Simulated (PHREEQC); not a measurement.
A column of 0.2 m (30 cells, dispersivity 0.007 m, 300 s a shift, diffusion coefficient 3e-10 m²/s) holds 0.042 eq of the database's cation exchanger X per kg of pore water, first in equilibrium with 0.00041 mol MnCl2 and 1e-05 mol HCl per kg of water. It is flushed with 17 mmol/kgw MgCl2 and 0.01 mmol/kgw HCl, at 40 °C. Values are for the last cell. The system is closed to CO2. No solid was allowed to form.

The series has 31 steps of pore volumes, from 0 to 5.017.

All values are PHREEQC results (ion-association model, phreeqc.dat), not measurements.

After how many pore volumes does Mg at the outlet first reach half of its feed value?

By 2.2 pore volumes.

Species that the database lacks are ignored. Away from 25 °C the constants follow the database's enthalpies or fits; those with neither stay at their 25 °C values.
